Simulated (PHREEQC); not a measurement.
Solution (25 °C): 0.14 mol/kgw CdSO4, 0.0012 mol/kgw Na2SO4 and 0.01 mol/kgw FeSO4. Closed to the air; pH follows from the charge balance.

Computed with PHREEQC (ion-association model, wateq4f.dat).

Q: The ionic strength comes out as 0.272 mol/kgw. What activity coefficients do NaSO4-, CdOH+, Cd+2, SO4-2, H+ get?

A: NaSO4- 0.73, CdOH+ 0.74, Cd+2 0.29, SO4-2 0.26, H+ 0.79.

Precipitation was switched off in this run.
